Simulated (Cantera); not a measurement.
Charge: 1 mol SiH4, 2.5 mol O2, at 40.0 Pa.

Method: chemical equilibrium by Gibbs-energy minimisation in Cantera with the NASA 1993 tables (ideal gas, pure condensed phases). Candidate condensed phases: H2O, Si, SiO2; 18 gas species. The tables hold silica as quartz up to 1696 K and as liquid above; real silica turns to tridymite and cristobalite and melts near 1996 K. The numbers say what is thermodynamically allowed, not how fast it happens.

Question: Which condensed phases are stable at each of these points (T (K)): 1223, 1273, 1323, 1373, 1423, 1473, 1523, 1573, 1623, 1673, 1723, 1773, 1823?

Answer: 
```
T (K)  condensed phases  Si condensed (%)
-----  ----------------  ----------------
1223     SiO2(β-quartz)             100.0
1273     SiO2(β-quartz)             100.0
1323     SiO2(β-quartz)             100.0
1373     SiO2(β-quartz)             100.0
1423     SiO2(β-quartz)             100.0
1473     SiO2(β-quartz)             100.0
1523     SiO2(β-quartz)             100.0
1573     SiO2(β-quartz)             100.0
1623     SiO2(β-quartz)             100.0
1673     SiO2(β-quartz)             100.0
1723    SiO2(condensed)             100.0
1773    SiO2(condensed)             100.0
1823    SiO2(condensed)             100.0
```

From 1223 K to 1673 K the condensed part is SiO2(β-quartz). From 1723 K to 1823 K the condensed part is SiO2(condensed).
